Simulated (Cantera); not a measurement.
Iron carbonyl, mercury and lead vapours: PbO + O₂ + N₂

Input: 1 mol PbO, 0.095 mol O₂, 0.29 mol N₂, held at 10.0 Pa.

These are equilibrium values from Cantera (NASA tables, ideal gas, pure condensed phases), not measurements of a reactor. Candidate condensed phases: Pb, PbO, PbO₂, Pb₃O₄; 12 gas species. Equilibrium is a limit: real reactors are often held back by kinetics, nucleation or transport.

```tsv
T (K)	x N₂	x PbO	x O₂	x Pb	n PbO(red)	n PbO(yellow)
625	0.753	4.81e-12	0.247	<1e-12	1.00	0
725	0.753	8.82e-9	0.247	<1e-12	1.00	0
825	0.753	2.51e-6	0.247	6.45e-10	0	1.000
925	0.753	0.000204	0.247	3.80e-7	0	1.000
1025	0.748	0.00685	0.245	6.32e-5	0	0.997
1125	0.657	0.121	0.218	0.00439	0	0.945
1225	0.200	0.598	0.111	0.0914	0	0
1325	0.192	0.494	0.146	0.167	0	0
```
x: gas mole fraction; n: condensed amount in mol.

From 625 K to 725 K the condensed part is PbO(red). From 825 K to 1125 K the condensed part is PbO(yellow). From 1225 K to 1325 K nothing is condensed.
